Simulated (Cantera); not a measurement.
Charge: 1 mol MgCO3, 0.062 mol SO3, 0.076 mol O2, 0.6 mol H2S, held at 1223 K and 18.0 mbar.

Cantera equilibrium calculation (NASA polynomials, part measured and part estimated; ideal gas, pure solids and liquids). Candidate condensed phases: C, C6H6, C7H8, C8H18, H2O, H2SO4, Mg, MgCO3, MgO, Mg(OH)2, MgS, MgSO4, S; 130 gas species. Gases not in the tables: S3 to S7. Equilibrium is a limit: real reactors are often held back by kinetics, nucleation or transport.

Base state: CO2 0.422, H2O 0.239, S2 0.143, CO 0.0985, H2 0.0382, H2S 0.0365, SO2 0.0193, COS 0.00300 (mole fractions); condensed: MgO(s).

Question: What changes in the equilibrium state with this change: temperature from 1223 K to 1125 K?

Answer: 
| species | before | after |
|---|---|---|
| CO2 | 0.422 | 0.463 |
| H2O | 0.239 | 0.230 |
| S2 | 0.143 | 0.139 |
| CO | 0.0985 | 0.0650 |
| H2S | 0.0365 | 0.0598 |
| SO2 | 0.0193 | 0.00930 |
| H2 | 0.0382 | 0.0294 |
| SO | 0.000221 | 5.38e-5 |
| SH | 0.000310 | 0.000142 |
| MgO(s), mol | 1.00 | 1.00 |

Question: What changes in the equilibrium state with this change: pressure from 18.0 mbar to 10.0 bar?

Answer: 
| species | before | after |
|---|---|---|
| CO2 | 0.422 | 0.510 |
| H2O | 0.239 | 0.196 |
| H2S | 0.0365 | 0.128 |
| CO | 0.0985 | 0.0257 |
| H2 | 0.0382 | 0.00676 |
| COS | 0.00300 | 0.0155 |
| S2 | 0.143 | 0.101 |
| SO2 | 0.0193 | 0.0148 |
| CS2 | 5.08e-6 | 0.000112 |
| SO | 0.000221 | 3.66e-5 |
| MgO(s), mol | 1.00 | 1.00 |
